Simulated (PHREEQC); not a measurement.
Dissolve 0.0089 mol/kgw NaHS and 0.00036 mol/kgw NaBF4 at 80 °C. Closed to the air; pH follows from the charge balance.

Equilibrium calculation in PHREEQC: ion-association model, phreeqc.dat.

This is a speciation only: nothing precipitates in the calculation.

Q: What pH, specific conductance does the model give?

A: pH 7.34; specific conductance 2440 µS/cm.

Q: In which forms is S present?

A: HS- 88 %, H2S 12 % of the S.

Away from 25 °C the constants follow the database's enthalpies or fits; those with neither stay at their 25 °C values. Real BF4- forms and hydrolyses slowly; the run takes it at equilibrium.
